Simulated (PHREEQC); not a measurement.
Model water analysis in mg/kgw, 25 °C, pH 2.11, pe 11.2:

| constituent | mg/kgw |
|---|---|
| Na | 49 |
| K | 42.8 |
| Ca | 40.3 |
| Mg | 15.9 |
| Cl | 40.3 |
| S(6) as SO4 | 1000 |
| Fe(3) | 0.314 |
| Mn(2) | 2.98 |

Na is adjusted to close the charge balance.
Valence states are taken as typed.

Computed with PHREEQC (ion-association model, phreeqc.dat).

Precipitation was switched off in this run.

**Question.** Order these Mn species by the share of Mn that they hold, largest first: MnCl+, Mn+2, MnSO4.

**Answer.** Mn+2 (73 %), MnSO4 (27 %), MnCl+ (0.19 %)

The pH is 2.11 and the ionic strength 0.0254 mol/kgw. Saturation is exceeded, for instance for Hematite (slow to form), Goethite (slow to form); the values hold only as long as no solid forms.
